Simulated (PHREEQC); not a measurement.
Dissolve 0.75 mol MnCl2 per kg of water at 20 °C. Closed to the air; pH follows from the charge balance.

The numbers come from PHREEQC with the ion-association model, phreeqc.dat.

| Quantity | Result |
|---|---|
| pH | 5.92 |
| ionic strength | 1.48 mol/kgw |
| activity of water | 0.969 |
| density | 1.074 g/cm³ |

```csv
species,molality,activity,log γ
Cl-,1.07,0.637,-0.226
Mn+2,0.391,0.0735,-0.725
MnCl+,0.306,0.191,-0.206
MnCl2,0.0378,0.0531,0.148
MnCl3-,0.0150,0.00932,-0.206
H+,1.63e-6,1.20e-6,-0.134
MnOH+,1.62e-6,1.01e-6,-0.206
OH-,1.00e-8,5.54e-9,-0.257
```

Precipitation was switched off in this run. Ionic strength above about 0.7 mol/kgw puts this run outside the model's range.
